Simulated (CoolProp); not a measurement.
A single-stage vapour-compression cycle with the fluid: evaporating at 242.15 K (dew point), condensing at 279.15 K (bubble point), superheat 5 K, subcooling 5 K, compressor efficiency 0.75, no pressure losses. The same conditions are run with several fluids, on thermodynamics alone (safety and materials aside).

Computed with CoolProp (reference Helmholtz-energy equation of state of each fluid (R404A: Lemmon 2003; dimethyl ether: Wu 2011; n-butane: Bücker 2006; CH3F (R41): Lemmon 2006; ammonia: Gao 2020; R124: de Vries 1995)). Blends and air are pseudo-pure fits.

```json
[
 {"fluid": "R404A", "cooling COP": "4.16", "pressure ratio": "3.79", "discharge temperature (K)": "299.8", "refrigerating effect (kJ/kg)": "152", "volumetric capacity (kJ/m³)": "1500"},
 {"fluid": "dimethyl ether", "cooling COP": "4.43", "pressure ratio": "4.27", "discharge temperature (K)": "316.9", "refrigerating effect (kJ/kg)": "406", "volumetric capacity (kJ/m³)": "719"},
 {"fluid": "n-butane", "cooling COP": "4.46", "pressure ratio": "4.80", "discharge temperature (K)": "298.4", "refrigerating effect (kJ/kg)": "347", "volumetric capacity (kJ/m³)": "267"},
 {"fluid": "CH3F (R41)", "cooling COP": "3.96", "pressure ratio": "3.02", "discharge temperature (K)": "334.0", "refrigerating effect (kJ/kg)": "340", "volumetric capacity (kJ/m³)": "5190"},
 {"fluid": "ammonia", "cooling COP": "4.21", "pressure ratio": "4.70", "discharge temperature (K)": "384.5", "refrigerating effect (kJ/kg)": "1230", "volumetric capacity (kJ/m³)": "1190"},
 {"fluid": "R124", "cooling COP": "4.41", "pressure ratio": "4.80", "discharge temperature (K)": "297.9", "refrigerating effect (kJ/kg)": "144", "volumetric capacity (kJ/m³)": "414"}
]
```
